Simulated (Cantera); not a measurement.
Cantera run:

```python
import numpy as np
import cantera as ct

gas_names = """
    H H2 N NH NH2 NH3 N2 N2H2 N2H4 Si SiH SiH2 SiH3 SiH4 SiN Si2 Si2N Si3
""".split()
cond_names = """
    Si(cr) Si(L) Si3N4(a)
""".split()


# ... load() reads the species with a 1 bar reference pressure and builds the phases ...
atoms = {
    'trisilylamine': {'Si': 3, 'N': 1, 'H': 9},
    'NH3': {'N': 1, 'H': 3},
}
top_T = {'Si3N4(a)': 2400}  # K; cautious upper limits of use, not melting points


# ... equilibrate(T, P, feed) seeds the gas with the atoms and calls Mixture.equilibrate('TP', solver="vcs", rtol=1e-11, max_steps=5000) ...
results = []
feed = {'trisilylamine': 1, 'NH3': 0.3}  # mol
P = 133.322  # Pa
for T in [1300, 1350, 1400, 1450, 1500, 1550, 1600, 1650, 1700, 1750, 1800, 1850, 1900]:
    mix = equilibrate(T, P, feed)
    results.append((T, P, feed, dict(zip(mix.species_names, mix.species_moles))))

top = {s: max(r[3][s] / sum(r[3][g] for g in gas_names) for r in results) for s in gas_names}
cols = sorted((s for s in top if top[s] > 1e-05), key=lambda s: -top[s])[:6]
seen = [c for c in cond_names if any(r[3].get(c, 0) > 1e-12 for r in results)]
print("log10 of partial pressures in bar; condensed amounts in mol")
print(f"{'T/K':>10s}" + "".join(f"{s[:9]:>10s}" for s in cols + seen))
for T, P, feed, n in results:
    ng = sum(n[g] for g in gas_names)
    print(f"{T:10.4g}" + "".join(f"{np.log10(max(n[s] / ng * P / 1e5, 1e-99)):10.3f}" for s in cols)
          + "".join(f"{n.get(c, 0):10.4g}" for c in seen))
```

Output:

```
log10 of partial pressures in bar; condensed amounts in mol
       T/K        H2        N2         H        Si       SiH       Si2    Si(cr)     Si(L)  Si3N4(a)
      1300    -2.875    -6.303    -7.394   -10.364   -10.882   -13.975     2.028         0    0.3241
      1350    -2.876    -5.752    -7.061    -9.700   -10.333   -13.112     2.035         0    0.3217
      1400    -2.877    -5.241    -6.752    -9.085    -9.825   -12.311     2.057         0    0.3143
      1450    -2.881    -4.767    -6.465    -8.512    -9.353   -11.566     2.122         0    0.2928
      1500    -2.891    -4.324    -6.200    -7.978    -8.917   -10.871     2.299         0    0.2337
      1550    -2.917    -3.911    -5.960    -7.479    -8.518   -10.222     2.778         0   0.07389
      1600    -2.929    -3.811    -5.729    -7.011    -8.137    -9.614         3         0         0
      1650    -2.930    -3.811    -5.507    -6.572    -7.775    -9.044     2.999         0         0
      1700    -2.931    -3.811    -5.297    -6.168    -7.444    -8.527         0     2.997         0
      1750    -2.932    -3.812    -5.099    -5.824    -7.168    -8.110         0     2.993         0
      1800    -2.934    -3.814    -4.913    -5.498    -6.908    -7.717         0     2.985         0
      1850    -2.937    -3.816    -4.737    -5.191    -6.663    -7.346         0      2.97         0
      1900    -2.943    -3.819    -4.572    -4.899    -6.432    -6.994         0     2.942         0
```

Cantera equilibrium calculation (NASA polynomials, part measured and part estimated; ideal gas, pure solids and liquids). The feed counts by its element totals alone. Mutual solubility and eutectic melting of coexisting phases are not modelled. The tables' values for SiN are old estimates; treat these amounts as uncertain. Gases not in the tables: Si2H6 and higher silanes.
